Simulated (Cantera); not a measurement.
A Cantera script and what it prints.

```python
import numpy as np
import cantera as ct

gas_names = """
    C CH CH2 CH3 CH2OH CH3O CH4 CH3OH CO CO2 COOH C2 C2H CHCO,ketyl C2H2,acetylene C2H2,vinylidene
    CH2CO,ketene C2H3,vinyl CH3CO,acetyl C2H4 C2H4O,ethylen CH3CHO,ethanal CH3COOH (HCOOH)2 C2H5 C2H6
    CH3OCH3 C2H5OH C2O C3 C3H3,propargyl C3H4,allene C3H4,propyne C3H4,cyclo- C3H5,allyl C3H6,propylene
    C3H6,cyclo- C3H6O C3H7,n-propyl C3H7,i-propyl C3H8 C3H8O,1propanol C3H8O,2propanol C3O2 C4 C4H2
    C4H4,1,3-cyclo- C4H6,butadiene C4H6,2-butyne C4H6,cyclo- C4H8,1-butene C4H8,cis2-buten
    C4H8,tr2-butene C4H8,isobutene C4H8,cyclo- (CH3COOH)2 C4H9,n-butyl C4H9,i-butyl C4H9,s-butyl
    C4H9,t-butyl C4H10,isobutane C4H10,n-butane C5 C5H6,1,3cyclo- C5H8,cyclo- C5H10,1-pentene
    C5H10,cyclo- C5H11,pentyl C5H11,t-pentyl C5H12,n-pentane C5H12,i-pentane CH3C(CH3)2CH3 C6H2
    C6H5,phenyl C6H5O,phenoxy C6H6 C6H5OH,phenol C6H10,cyclo- C6H12,1-hexene C6H12,cyclo- C6H13,n-hexyl
    C7H7,benzyl C7H8 C7H8O,cresol C7H14,1-heptene C7H15,n-heptyl C7H16,n-heptane C8H8,styrene
    C8H10,ethylbenz C8H16,1-octene C8H17,n-octyl C8H18,isooctane C8H18,n-octane C9H19,n-nonyl
    C10H8,naphthale C10H21,n-decyl C12H9,o-bipheny C12H10,bipheny H HCO HO2 H2 HCHO,formaldehy HCOOH H2O
    H2O2 O OH O2 O3
""".split()
cond_names = """
    C(gr) C6H6(L) C7H8(L) C8H18(L),n-octa H2O(s) H2O(L)
""".split()


def load(file, names, dense=False):
    # The tables refer to 1 bar. Condensed volumes are neglected.
    table = {s.name: s for s in ct.Species.list_from_file(file)}
    out = []
    for n in names:
        d = dict(table[n].input_data)
        d["thermo"] = dict(d["thermo"], **{"reference-pressure": 1e5})
        if dense:
            d["equation-of-state"] = {"model": "constant-volume", "density": "1e6 g/cm^3"}
        out.append(ct.Species.from_dict(d))
    return out


gas = ct.Solution(thermo="ideal-gas", species=load("nasa_gas.yaml", gas_names))
cond = {s.name: ct.Solution(thermo="fixed-stoichiometry", species=[s], name=s.name)
        for s in load("nasa_condensed.yaml", cond_names, dense=True)}
atoms = {
    'n-butane': {'C': 4, 'H': 10},
    'H2O': {'H': 2, 'O': 1},
}
top_T = {'C(gr)': 4500}  # K; cautious upper limits of use, not melting points


def equilibrate(T, P, feed):
    n = {}
    for name, mol in feed.items():
        for a, k in atoms[name].items():
            n[a] = n.get(a, 0.0) + k * mol
    gas.TPX = T, P, n
    mass = sum(n.values()) * gas.mean_molecular_weight
    gas.equilibrate("TP")
    valid = [c for c in cond.values() if c.min_temp <= T <= top_T.get(c.name, c.max_temp)]
    mix = ct.Mixture([(gas, mass / gas.mean_molecular_weight)] + [(c, 0.0) for c in valid])
    mix.T, mix.P = T, P
    mix.equilibrate("TP", solver="vcs", rtol=1e-11, max_steps=5000)
    return mix


results = []
feed = {'n-butane': 1, 'H2O': 0.095}  # mol
P = 133.322  # Pa
for T in [1800, 1950, 2100, 2250, 2400, 2550, 2700, 2850, 3000]:
    mix = equilibrate(T, P, feed)
    results.append((T, P, feed, dict(zip(mix.species_names, mix.species_moles))))

top = {s: max(r[3][s] / sum(r[3][g] for g in gas_names) for r in results) for s in gas_names}
cols = sorted((s for s in top if top[s] > 1e-05), key=lambda s: -top[s])[:7]
seen = [c for c in cond_names if any(r[3].get(c, 0) > 1e-12 for r in results)]
print("log10 of partial pressures in bar; condensed amounts in mol")
print(f"{'T/K':>10s}" + "".join(f"{s[:9]:>10s}" for s in cols + seen))
for T, P, feed, n in results:
    ng = sum(n[g] for g in gas_names)
    print(f"{T:10.4g}" + "".join(f"{np.log10(max(n[s] / ng * P / 1e5, 1e-99)):10.3f}" for s in cols)
          + "".join(f"{n.get(c, 0):10.4g}" for c in seen))
```

Result:

```
log10 of partial pressures in bar; condensed amounts in mol
       T/K        H2         H        C3         C        CO        C2 C2H2,acet     C(gr)
      1800    -2.887    -4.890   -12.941   -12.597    -4.615   -14.025    -6.643     3.903
      1950    -2.897    -4.389   -11.106   -10.996    -4.619   -12.182    -6.159       3.9
      2100    -2.921    -3.967    -9.540    -9.626    -4.630   -10.606    -5.761     3.891
      2250    -2.973    -3.616    -8.187    -8.439    -4.654    -9.242    -5.448     3.874
      2400    -3.073    -3.335    -7.008    -7.401    -4.695    -8.052    -5.230     3.846
      2550    -3.248    -3.130    -5.973    -6.486    -4.755    -7.004    -5.124     3.794
      2700    -3.516    -3.004    -5.056    -5.674    -4.821    -6.074    -5.144     3.589
      2850    -3.889    -2.957    -4.238    -4.948    -4.891    -5.244    -5.295     2.263
      3000    -4.322    -2.963    -3.916    -4.432    -4.953    -4.772    -5.802         0
```

These are equilibrium values from Cantera (NASA tables, ideal gas, pure condensed phases), not measurements of a reactor.
